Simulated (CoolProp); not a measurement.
Vapour-liquid equilibrium of n-hexane (1) + toluene (2) at 559 kPa; x and y are mole fractions of (1).

Model: multi-fluid Helmholtz-energy mixture model, Thol 2019 and Lemmon 2006; pair parameters Bell 2016, in CoolProp.

Problem. Give the bubble temperature and the first vapour's composition at x = 0.35, 0.45, 0.95. Is there an azeotrope?

Solution. x = 0.35: 158.3 °C, y = 0.570; x = 0.45: 153.6 °C, y = 0.659; x = 0.95: 136.7 °C, y = 0.973. No azeotrope shows between x = 0.05 and 0.95.

The pair parameters rest on a limited set of measurements; away from them the model extrapolates.
